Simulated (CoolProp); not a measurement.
Vapour-liquid equilibrium of R114 (1) + benzene (2) at 11.05 °C; x and y are mole fractions of (1).

The numbers come from the multi-fluid Helmholtz-energy mixture model, Platzer 1990 and Thol 2012; pair parameters Bell 2016 in CoolProp. This equation is an older, rougher fit; its heat capacities, sound speeds and derivatives of the liquid may be far off and weren't checked against measurements.

```json
[
 {"x": "0.05", "bubble pressure, mixture model (bar)": "…", "bubble pressure, Raoult's law (bar)": "0.1277", "y, mixture model": "…", "y, Raoult's law": "0.523"},
 {"x": "0.2", "bubble pressure, mixture model (bar)": "…", "bubble pressure, Raoult's law (bar)": "0.3184", "y, mixture model": "0.916", "y, Raoult's law": "0.839"},
 {"x": "0.35", "bubble pressure, mixture model (bar)": "…", "bubble pressure, Raoult's law (bar)": "0.5090", "y, mixture model": "0.938", "y, Raoult's law": "0.918"},
 {"x": "0.5", "bubble pressure, mixture model (bar)": "0.9441", "bubble pressure, Raoult's law (bar)": "0.6997", "y, mixture model": "0.949", "y, Raoult's law": "0.954"},
 {"x": "0.65", "bubble pressure, mixture model (bar)": "1.034", "bubble pressure, Raoult's law (bar)": "0.8903", "y, mixture model": "0.959", "y, Raoult's law": "0.975"},
 {"x": "0.8", "bubble pressure, mixture model (bar)": "…", "bubble pressure, Raoult's law (bar)": "1.081", "y, mixture model": "…", "y, Raoult's law": "0.988"},
 {"x": "0.95", "bubble pressure, mixture model (bar)": "1.280", "bubble pressure, Raoult's law (bar)": "1.272", "y, mixture model": "0.992", "y, Raoult's law": "0.997"}
]
```

Question: What belongs in the gaps?

Answer: 
- 0.05, bubble pressure, mixture model (bar): 0.2857
- 0.05, y, mixture model: 0.783
- 0.2, bubble pressure, mixture model (bar): 0.6694
- 0.35, bubble pressure, mixture model (bar): 0.8425
- 0.8, bubble pressure, mixture model (bar): 1.141
- 0.8, y, mixture model: 0.973

The largest gap from Raoult's law is +123.7 % in bubble pressure, at x = 0.05. No azeotrope shows between x = 0.05 and 0.95.

Pair parameters are fitted to limited data, so mixtures are less certain than the pure fluids. With so large a gap from Raoult's law the liquid may split in two, which this calculation doesn't test in full.
